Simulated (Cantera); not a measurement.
A perfectly stirred reactor is fed with H₂ : O₂ = 0.034 : 1 (molar parts), equivalence ratio 0.017, at 20.0 Torr; it is held at 950 K, and followed from long to short residence time.

Detailed kinetics in Cantera: the H2/O2 subset of GRI-Mech 3.0, which has no nitrogen chemistry. Radical loss at walls, strong at low pressure, is not modelled.

Task: What does this change do: temperature 950 to 1175 K?

Result: 
```csv
quantity,before,after
x(H₂) at τ = 6.50 s,0.000161,3.09e-5
x(O₂) at τ = 6.50 s,0.966,0.966
x(H₂O₂) at τ = 6.50 s,8.32e-8,4.97e-8
x(OH) at τ = 6.50 s,7.07e-5,0.000274
x(HO₂) at τ = 6.50 s,1.80e-6,7.03e-7
x(H₂) at τ = 84.0 ms,0.00173,0.000389
x(O₂) at τ = 84.0 ms,0.965,0.961
x(H₂O₂) at τ = 84.0 ms,2.76e-7,1.28e-7
x(OH) at τ = 84.0 ms,0.000434,0.00116
x(HO₂) at τ = 84.0 ms,8.61e-6,3.43e-6
```

Task: What does this change do: 0.063 parts H2O added?

Result: 
```
quantity                  before     after
----------------------  --------  --------
x(H₂) at τ = 6.50 s     0.000161  0.000157
x(O₂) at τ = 6.50 s        0.966     0.910
x(H₂O₂) at τ = 6.50 s    8.32e-8   1.49e-7
x(OH) at τ = 6.50 s      7.07e-5   7.62e-5
x(HO₂) at τ = 6.50 s     1.80e-6   2.32e-6
x(H₂) at τ = 84.0 ms     0.00173   0.00193
x(O₂) at τ = 84.0 ms       0.965     0.909
x(H₂O₂) at τ = 84.0 ms   2.76e-7   4.27e-7
x(OH) at τ = 84.0 ms    0.000434  0.000401
x(HO₂) at τ = 84.0 ms    8.61e-6   1.18e-5
```
